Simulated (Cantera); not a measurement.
What does this Cantera script print?

```python
import numpy as np
import cantera as ct

gas_names = """
    N N2 Pb Pb2
""".split()
cond_names = """
    Pb(cr) Pb(L)
""".split()


def load(file, names, dense=False):
    # The tables refer to 1 bar. Condensed volumes are neglected.
    table = {s.name: s for s in ct.Species.list_from_file(file)}
    out = []
    for n in names:
        d = dict(table[n].input_data)
        d["thermo"] = dict(d["thermo"], **{"reference-pressure": 1e5})
        if dense:
            d["equation-of-state"] = {"model": "constant-volume", "density": "1e6 g/cm^3"}
        out.append(ct.Species.from_dict(d))
    return out


gas = ct.Solution(thermo="ideal-gas", species=load("nasa_gas.yaml", gas_names))
cond = {s.name: ct.Solution(thermo="fixed-stoichiometry", species=[s], name=s.name)
        for s in load("nasa_condensed.yaml", cond_names, dense=True)}
atoms = {
    'Pb': {'Pb': 1},
    'N2': {'N': 2},
}
top_T = {}  # K; cautious upper limits of use, not melting points


def equilibrate(T, P, feed):
    n = {}
    for name, mol in feed.items():
        for a, k in atoms[name].items():
            n[a] = n.get(a, 0.0) + k * mol
    gas.TPX = T, P, n
    mass = sum(n.values()) * gas.mean_molecular_weight
    gas.equilibrate("TP")
    valid = [c for c in cond.values() if c.min_temp <= T <= top_T.get(c.name, c.max_temp)]
    mix = ct.Mixture([(gas, mass / gas.mean_molecular_weight)] + [(c, 0.0) for c in valid])
    mix.T, mix.P = T, P
    mix.equilibrate("TP", solver="vcs", rtol=1e-11, max_steps=5000)
    return mix


results = []
feed = {'Pb': 1, 'N2': 0.61}  # mol
P = 370  # Pa
for T in [1123, 1148, 1173, 1198, 1223, 1248, 1273, 1298, 1323, 1348, 1373]:
    mix = equilibrate(T, P, feed)
    results.append((T, P, feed, dict(zip(mix.species_names, mix.species_moles))))
    x = sorted(zip(gas.X, gas.species_names), reverse=True)
    print(f"T = {T:g} K  P = {P:g} Pa  gas = {mix.phase_moles(0):.4g} mol")
    print("   x: " + "  ".join(f"{s} {v:.3e}" for v, s in x if v > 0.0001))
    print("   condensed (mol): " + ("  ".join(f"{mix.phase(i).name} {mix.phase_moles(i):.4g}"
          for i in range(1, mix.n_phases) if mix.phase_moles(i) > 1e-12) or "none"))
```

Result:

```
T = 1123 K  P = 370 Pa  gas = 0.6417 mol
   x: N2 9.506e-01  Pb 4.939e-02
   condensed (mol): Pb(L) 0.9683
T = 1148 K  P = 370 Pa  gas = 0.66 mol
   x: N2 9.243e-01  Pb 7.574e-02
   condensed (mol): Pb(L) 0.95
T = 1173 K  P = 370 Pa  gas = 0.6885 mol
   x: N2 8.860e-01  Pb 1.140e-01
   condensed (mol): Pb(L) 0.9215
T = 1198 K  P = 370 Pa  gas = 0.7337 mol
   x: N2 8.314e-01  Pb 1.686e-01
   condensed (mol): Pb(L) 0.8763
T = 1223 K  P = 370 Pa  gas = 0.8083 mol
   x: N2 7.547e-01  Pb 2.453e-01
   condensed (mol): Pb(L) 0.8017
T = 1248 K  P = 370 Pa  gas = 0.9405 mol
   x: N2 6.486e-01  Pb 3.514e-01
   condensed (mol): Pb(L) 0.6695
T = 1273 K  P = 370 Pa  gas = 1.211 mol
   x: N2 5.038e-01  Pb 4.962e-01
   condensed (mol): Pb(L) 0.3991
T = 1298 K  P = 370 Pa  gas = 1.61 mol
   x: Pb 6.210e-01  N2 3.789e-01
   condensed (mol): none
T = 1323 K  P = 370 Pa  gas = 1.61 mol
   x: Pb 6.211e-01  N2 3.789e-01
   condensed (mol): none
T = 1348 K  P = 370 Pa  gas = 1.61 mol
   x: Pb 6.211e-01  N2 3.789e-01
   condensed (mol): none
T = 1373 K  P = 370 Pa  gas = 1.61 mol
   x: Pb 6.211e-01  N2 3.789e-01
   condensed (mol): none
```

Method: chemical equilibrium by Gibbs-energy minimisation in Cantera with the NASA 1993 tables (ideal gas, pure condensed phases).
